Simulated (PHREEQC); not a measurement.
Make-up at 35 °C: 0.049 mol HF, 0.022 mol NaF, 0.0068 mol H2SiF6 and 0.0052 mol HCl per kg of water. Closed to the air; pH follows from the charge balance.

Equilibrium calculation in PHREEQC: ion-association model, wateq4f.dat.

Question: The ionic strength comes out as 0.0343 mol/kgw. What activity coefficients do H+, F-, Na+, Cl-, SiF6-2 get?

Answer: H+ 0.87, F- 0.83, Na+ 0.84, Cl- 0.83, SiF6-2 0.51.

Precipitation was switched off in this run. Species that the database lacks are ignored. wateq4f.dat counts part of the HF as a dimer, H2F2, which phreeqc.dat doesn't know; its constant is uncertain. SiF6-2 is the database's only silicon fluoride.
